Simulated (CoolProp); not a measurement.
A Linde-Hampson liquefier for normal hydrogen: isothermal reversible compression at 290 K from 1 atm to 40 MPa, throttling to 1 atm, return gas leaving the recuperator 10 K below the feed. Each further row changes one setting.

Computed with CoolProp (reference Helmholtz-energy equation of state, Leachman 2009).

| case | compression work (kJ/kg of gas) |
|---|---|
| as stated | 7450 |
| high pressure 80 MPa | 8590 |
| warm-end temperature 320 K | 8200 |
| warm-end gap 15 K | 7450 |
